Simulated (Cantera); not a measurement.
# Silicon epitaxy and polysilicon growth: Si2Cl6 + H2

Charge: 1 mol Si2Cl6, a varied amount of H2, at 1023.15 K and 101000 Pa.

Method: chemical equilibrium by Gibbs-energy minimisation in Cantera with the NASA 1993 tables (ideal gas, pure condensed phases). Candidate condensed phases: Si; 19 gas species. The feed counts by its element totals alone. The tables' values for SiCl3 are old estimates; treat these amounts as uncertain. Rates play no part.

From 8.5 mol H2 to 140 mol H2 the condensed part is Si(s). The main Si-bearing gas is SiCl4 at 8.5 mol H2 and SiHCl3 at 140 mol H2.

```json
[
 {"n(H2) (mol)": "8.5", "log p H2": "-0.08", "log p SiCl4": "-0.97", "log p SiHCl3": "-1.26", "log p HCl": "-1.87", "log p SiH2Cl2": "-2.50", "log p SiCl3": "-2.85", "n Si(s)": "0.377"},
 {"n(H2) (mol)": "12", "log p H2": "-0.06", "log p SiCl4": "-1.12", "log p SiHCl3": "-1.36", "log p HCl": "-1.89", "log p SiH2Cl2": "-2.55", "log p SiCl3": "-2.96", "n Si(s)": "0.373"},
 {"n(H2) (mol)": "16", "log p H2": "-0.04", "log p SiCl4": "-1.25", "log p SiHCl3": "-1.45", "log p HCl": "-1.92", "log p SiH2Cl2": "-2.60", "log p SiCl3": "-3.06", "n Si(s)": "0.371"},
 {"n(H2) (mol)": "22", "log p H2": "-0.03", "log p SiCl4": "-1.40", "log p SiHCl3": "-1.56", "log p HCl": "-1.95", "log p SiH2Cl2": "-2.66", "log p SiCl3": "-3.17", "n Si(s)": "0.372"},
 {"n(H2) (mol)": "30", "log p H2": "-0.02", "log p SiCl4": "-1.55", "log p SiHCl3": "-1.66", "log p HCl": "-1.98", "log p SiH2Cl2": "-2.73", "log p SiCl3": "-3.28", "n Si(s)": "0.375"},
 {"n(H2) (mol)": "41", "log p H2": "-0.02", "log p SiCl4": "-1.71", "log p SiHCl3": "-1.78", "log p HCl": "-2.02", "log p SiH2Cl2": "-2.80", "log p SiCl3": "-3.40", "n Si(s)": "0.383"},
 {"n(H2) (mol)": "55", "log p H2": "-0.01", "log p SiCl4": "-1.86", "log p SiHCl3": "-1.88", "log p HCl": "-2.05", "log p SiH2Cl2": "-2.87", "log p SiCl3": "-3.51", "n Si(s)": "0.394"},
 {"n(H2) (mol)": "76", "log p H2": "-0.01", "log p SiCl4": "-2.02", "log p SiHCl3": "-2.01", "log p HCl": "-2.09", "log p SiH2Cl2": "-2.95", "log p SiCl3": "-3.64", "n Si(s)": "0.413"},
 {"n(H2) (mol)": "100", "log p H2": "0.00", "log p SiCl4": "-2.17", "log p SiHCl3": "-2.12", "log p HCl": "-2.13", "log p SiH2Cl2": "-3.02", "log p SiCl3": "-3.75", "n Si(s)": "0.436"},
 {"n(H2) (mol)": "140", "log p H2": "0.00", "log p SiCl4": "-2.36", "log p SiHCl3": "-2.26", "log p HCl": "-2.17", "log p SiH2Cl2": "-3.11", "log p SiCl3": "-3.89", "n Si(s)": "0.474"}
]
```
log p: log10 of the partial pressure in bar; n: condensed amount in mol.
